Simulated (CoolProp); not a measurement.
Properties of trans-2-butene along the isotherm 63.65 °C (Tc = 155.5 °C, pc = 40.19 bar, ω = 0.210).

Values from CoolProp's reference Helmholtz-energy equation of state, Lemmon 2005. It is a short technical equation, of lower accuracy than the large ones.

| p (bar) | phase | density (kg/m³) | isothermal compressibility (1/MPa) | expansivity (1/kK) | fugacity coefficient |
|---|---|---|---|---|---|
| 25.1 | liquid | 553.6 | 0.004745 | 2.489 | 0.2521 |
| 50.2 | liquid | 559.9 | 0.004204 | 2.304 | 0.1380 |
| 75.4 | liquid | 565.5 | 0.003784 | 2.156 | 0.1005 |
| 100 | liquid | 570.6 | 0.003455 | 2.037 | 0.08264 |
| 126 | liquid | 575.5 | 0.003170 | 1.931 | 0.07183 |
| 151 | liquid | 579.9 | 0.002941 | 1.844 | 0.06536 |
| 176 | liquid | 584.0 | 0.002746 | 1.768 | 0.06112 |
| 201 | liquid | 587.9 | 0.002578 | 1.701 | 0.05829 |
| 226 | liquid | 591.6 | 0.002430 | 1.642 | 0.05644 |
| 251 | liquid | 595.1 | 0.002301 | 1.588 | 0.05529 |
| 276 | liquid | 598.5 | 0.002185 | 1.540 | 0.05469 |
| 301 | liquid | 601.7 | 0.002082 | 1.495 | 0.05451 |
| 327 | liquid | 604.8 | 0.001985 | 1.454 | 0.05470 |
| 352 | liquid | 607.8 | 0.001901 | 1.416 | 0.05519 |
| 377 | liquid | 610.6 | 0.001824 | 1.382 | 0.05595 |
| 402 | liquid | 613.4 | 0.001753 | 1.350 | 0.05695 |
